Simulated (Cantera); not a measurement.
# Thermodynamics of nitride etching, feed BN + NF3 + H2 + H2O

Input: 1 mol BN, 0.53 mol NF3, 5.4 mol H2, 0.61 mol H2O, held at 1.90 Pa.

These are equilibrium values from Cantera (NASA tables, ideal gas, pure condensed phases), not measurements of a reactor. Candidate condensed phases: B, BN, B2O3, B3O3H3, H2O; 62 gas species. The tables' values for BF2 are old estimates; treat these amounts as uncertain. Rates play no part.

```tsv
T (K)	x H2	x N2	x BOF	x BF3	x HF	x BF	x H	x BF2	n BN(s)	n B2O3(l)
775	0.824	0.0999	3.69e-5	0.0669	0.00506	<1e-12	2.06e-10	2.17e-10	0.0761	0.172
875	0.822	0.0995	0.00106	0.0646	0.00735	<1e-12	1.04e-8	1.81e-8	0.0817	0.161
975	0.813	0.0982	0.0147	0.0581	0.00957	3.31e-10	2.37e-7	5.74e-7	0.0873	0.123
1075	0.779	0.0940	0.0752	0.0392	0.0105	3.99e-8	2.97e-6	7.79e-6	0.0904	0
1175	0.776	0.0934	0.0793	0.0382	0.0127	2.31e-6	2.48e-5	8.21e-5	0.0952	0
1275	0.774	0.0931	0.0793	0.0370	0.0149	7.00e-5	0.000149	0.000590	0.0986	0
1375	0.771	0.0934	0.0789	0.0341	0.0168	0.00126	0.000690	0.00306	0.0901	0
1475	0.756	0.0973	0.0772	0.0242	0.0169	0.0137	0.00259	0.0105	0.00539	0
1575	0.736	0.0964	0.0762	0.0143	0.0337	0.0222	0.00818	0.0123	0	0
1675	0.708	0.0948	0.0747	0.00585	0.0512	0.0314	0.0224	0.0109	0	0
```
x: gas mole fraction; n: condensed amount in mol.

From 775 K to 975 K the condensed part is BN(s) + B2O3(l). From 1075 K to 1475 K the condensed part is BN(s). From 1575 K to 1675 K nothing is condensed. The main B-bearing gas is BF3 at 775 K and BOF at 1675 K.
